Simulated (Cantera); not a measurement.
Feed: 1 mol SiC, 0.8 mol CO2, 1.4 mol H2, equilibrated at 0.0825 Torr.

Equilibrium computed with Cantera from the NASA thermochemical tables; the gas is ideal and each condensed phase is pure. Candidate condensed phases: C, C6H6, C7H8, C8H18, H2O, Si, SiC, SiO2; 123 gas species. Equilibrium is a limit: real reactors are often held back by kinetics, nucleation or transport.

Over these rows the condensed part is SiC(s). Partial pressures as log10 of bar:

| T (K) | 1000/T (1/K) | log p Si | log p H2 | log p CO | log p SiO |
|---|---|---|---|---|---|
| 1575 | 0.6349 | -8.21 | -4.29 | -4.36 | -4.83 |
| 1625 | 0.6154 | ? | -4.29 | -4.36 | -4.84 |
| 1675 | 0.5970 | -7.26 | -4.29 | -4.36 | -4.84 |
| 1725 | 0.5797 | -6.83 | -4.30 | -4.36 | -4.84 |
| 1775 | 0.5634 | -6.43 | -4.30 | -4.36 | -4.85 |
| 1825 | 0.5479 | -6.05 | -4.31 | -4.36 | -4.86 |

Q: Fit log p(Si) = a + b·(1000/T) to the five rows, give the apparent enthalpy, and predict the row at 1625 K.

A: Means: 1000/T = 0.5846, log p = -6.956. Sxy = -0.111865, Sxx = 0.0045042, so b = -24.84 and a = -6.956 − (-24.84)×0.5846 = 7.56.
Apparent enthalpy: −19.145 × (-24.84) = 476 kJ/mol. With the condensed phases at unit activity, 1/2 SiC(s) + 1/2 SiO(g) = Si(g) + 1/2 CO(g) links this pressure to the main gases: over the six rows their terms move log p by -0.02 in all, so the slope is close to that reaction's ΔH°. The five rows lie within 0.01 of the line.
Prediction at 1625 K: 7.56 + (-24.84)×0.6154 = -7.73. The computed value is -7.72, 0.01 from the line.
